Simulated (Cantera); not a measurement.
Input (Python, Cantera) and output of one run.

```python
import numpy as np
import cantera as ct

gas_names = """
    CL CLO CL2 Fe FeCL FeCL2 FeCL3 FeO Fe2CL4 Fe2CL6 O O2 O3
""".split()
cond_names = """
    Fe(a) Fe(c) Fe(d) Fe(L) FeCL2(s) FeCL2(L) FeCL3(s) FeCL3(L) FeO(s) FeO(L) Fe2O3(s) Fe3O4(s)
""".split()


# ... load() reads the species with a 1 bar reference pressure and builds the phases ...
atoms = {
    'Fe2O3': {'Fe': 2, 'O': 3},
    'Cl2': {'CL': 2},
}
top_T = {'Fe2O3(s)': 1830, 'Fe3O4(s)': 1870}  # K; cautious upper limits of use, not melting points


# ... equilibrate(T, P, feed) seeds the gas with the atoms and calls Mixture.equilibrate('TP', solver="vcs", rtol=1e-11, max_steps=5000) ...
results = []
feed = {'Fe2O3': 1, 'Cl2': 0.028}  # mol
P = 10000  # Pa
for T in [925, 975, 1025, 1075, 1125, 1175, 1225, 1275]:
    mix = equilibrate(T, P, feed)
    results.append((T, P, feed, dict(zip(mix.species_names, mix.species_moles))))
    x = sorted(zip(gas.X, gas.species_names), reverse=True)
    print(f"T = {T:g} K  P = {P:g} Pa  gas = {mix.phase_moles(0):.4g} mol")
    print("   x: " + "  ".join(f"{s} {v:.3e}" for v, s in x if v > 0.0001))
    print("   condensed (mol): " + ("  ".join(f"{mix.phase(i).name} {mix.phase_moles(i):.4g}"
          for i in range(1, mix.n_phases) if mix.phase_moles(i) > 1e-12) or "none"))
```

Output:

```
T = 925 K  P = 10000 Pa  gas = 0.02818 mol
   x: CL2 9.525e-01  FeCL3 2.612e-02  O2 2.043e-02  Fe2CL6 5.082e-04  CL 3.571e-04  FeCL2 1.026e-04
   condensed (mol): Fe2O3(s) 0.9996
T = 975 K  P = 10000 Pa  gas = 0.02833 mol
   x: CL2 9.193e-01  FeCL3 4.443e-02  O2 3.448e-02  CL 8.028e-04  Fe2CL6 5.900e-04  FeCL2 3.711e-04
   condensed (mol): Fe2O3(s) 0.9993
T = 1025 K  P = 10000 Pa  gas = 0.02854 mol
   x: CL2 8.722e-01  FeCL3 6.997e-02  O2 5.432e-02  CL 1.652e-03  FeCL2 1.167e-03  Fe2CL6 6.455e-04
   condensed (mol): Fe2O3(s) 0.999
T = 1075 K  P = 10000 Pa  gas = 0.02885 mol
   x: CL2 8.101e-01  FeCL3 1.025e-01  O2 8.033e-02  FeCL2 3.240e-03  CL 3.141e-03  Fe2CL6 6.627e-04
   condensed (mol): Fe2O3(s) 0.9985
T = 1125 K  P = 10000 Pa  gas = 0.02927 mol
   x: CL2 7.335e-01  FeCL3 1.401e-01  O2 1.121e-01  FeCL2 8.056e-03  CL 5.556e-03  Fe2CL6 6.346e-04
   condensed (mol): Fe2O3(s) 0.9978
T = 1175 K  P = 10000 Pa  gas = 0.02987 mol
   x: CL2 6.450e-01  FeCL3 1.787e-01  O2 1.484e-01  FeCL2 1.809e-02  CL 9.195e-03  Fe2CL6 5.619e-04
   condensed (mol): Fe2O3(s) 0.997
T = 1225 K  P = 10000 Pa  gas = 0.03069 mol
   x: CL2 5.486e-01  FeCL3 2.121e-01  O2 1.875e-01  FeCL2 3.691e-02  CL 1.430e-02  Fe2CL6 4.548e-04
   condensed (mol): Fe2O3(s) 0.9962
T = 1275 K  P = 10000 Pa  gas = 0.03183 mol
   x: CL2 4.492e-01  FeCL3 2.335e-01  O2 2.272e-01  FeCL2 6.862e-02  CL 2.095e-02  Fe2CL6 3.316e-04  Fe2CL4 1.349e-04  CLO 1.084e-04
   condensed (mol): Fe2O3(s) 0.9952
```

These are equilibrium values from Cantera (NASA tables, ideal gas, pure condensed phases), not measurements of a reactor.
